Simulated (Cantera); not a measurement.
An isothermal, constant-pressure homogeneous reactor starts with 100 % N2O, at 1250 K and 750 Torr.

Cantera simulation using GRI-Mech 3.0 (53 species, 325 reactions); the numbers are that mechanism's predictions, not measurements. GRI-Mech 3.0 was tuned for natural gas; its chemistry of N2O as a main component is partial and can be far from experiment. The mechanism lacks the step 2 NO + O2 → 2 NO2, which can matter for NO2 below about 1400 K. The temperature is held fixed by assumption; the heat of reaction is taken as removed at once.

Predict: x(N2O) at 100 s; x(NO) at 100 s; x(O2) at 100 s; x(N2) at 100 s; x(NO2) at 100 s; x(O) at 100 s.


```json
{
  "x(N2O) at 100 s": "9.75e-7 (gas-phase equilibrium 2.06e-8)",
  "x(NO) at 100 s": "0.0604 (gas-phase equilibrium 0.000329)",
  "x(O2) at 100 s": "0.302 (gas-phase equilibrium 0.333)",
  "x(N2) at 100 s": "0.636 (gas-phase equilibrium 0.667)",
  "x(NO2) at 100 s": "0.000969 (gas-phase equilibrium 5.54e-6)",
  "x(O) at 100 s": "3.83e-8 (gas-phase equilibrium 4.02e-8)"
}
```
